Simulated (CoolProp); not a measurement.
Values from CoolProp's reference Helmholtz-energy equation of state, Bücker 2006.

Question: For isobutane, give the phase and the speed of sound (m/s), Prandtl number at 268.5 K and 25.5 MPa; 268.5 K and 35 MPa.

Answer: 
- 268.5 K and 25.5 MPa: liquid; speed of sound 1200, Prandtl number 5.29
- 268.5 K and 35 MPa: liquid; speed of sound 1260, Prandtl number 5.52

Viscosity comes from a separate model (Vogel 2000). Thermal conductivity comes from a separate model (Perkins 2002).
